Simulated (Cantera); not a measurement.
Standard-state values (1 bar) from the NASA 1993 polynomials, evaluated with Cantera. Values are per mole of reaction as written; species without (g) are pure solids or liquids, kept so even where they would boil at 1 bar.

2 BCl3(g) + 2 NF3(g) = 6 Cl(g) + 3 F2(g) + 2 BN

| T (K) | ΔH° (kJ) | ΔS° (J/K) | ΔG° (kJ) | log10 K |
|---|---|---|---|---|
| 1425 | 1313.5 | 556.1 | 521.1 | -19.10 |
| 1625 | [?] | [?] | [?] | [?] |
| 1825 | [?] | [?] | [?] | [?] |
| 2025 | [?] | [?] | [?] | [?] |
| 2225 | 1320.3 | 560.0 | 74.4 | -1.75 |

Question: Complete the blanks.

Answer: 
- 1625, ΔH° (kJ): 1315.7
- 1625, ΔS° (J/K): 557.5
- 1625, ΔG° (kJ): 409.8
- 1625, log10 K: -13.17
- 1825, ΔH° (kJ): 1317.6
- 1825, ΔS° (J/K): 558.6
- 1825, ΔG° (kJ): 298.1
- 1825, log10 K: -8.53
- 2025, ΔH° (kJ): 1319.2
- 2025, ΔS° (J/K): 559.4
- 2025, ΔG° (kJ): 186.3
- 2025, log10 K: -4.81
